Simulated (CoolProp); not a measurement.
The fluid at 298.15 K and 7.97 MPa is throttled through a valve to 1.33 MPa with no heat exchange. The same conditions are run with several fluids, on thermodynamics alone (safety and materials aside).

Values from CoolProp's reference Helmholtz-energy equation of state of each fluid (oxygen: Schmidt 1985; normal hydrogen: Leachman 2009; dry air: Lemmon 2000; C2F6 (R116): Lemmon 2006; fluorine: de Reuck 1990). Blends and air are pseudo-pure fits.

Question: Rank oxygen, normal hydrogen, dry air, C2F6 (R116), fluorine by temperature change (K), highest first.

Answer: normal hydrogen (+2.2), fluorine (-11.9), dry air (-13.5), oxygen (-17.0), C2F6 (R116) (-36.9)

```json
[
 {"fluid": "oxygen", "final phase": "gas", "final density (kg/m³)": "18.4"},
 {"fluid": "normal hydrogen", "final phase": "supercritical", "final density (kg/m³)": "1.07"},
 {"fluid": "dry air", "final phase": "gas", "final density (kg/m³)": "16.4"},
 {"fluid": "C2F6 (R116)", "final phase": "two-phase, vapour fraction 0.538", "final density (kg/m³)": "202"},
 {"fluid": "fluorine", "final phase": "gas", "final density (kg/m³)": "21.4"}
]
```
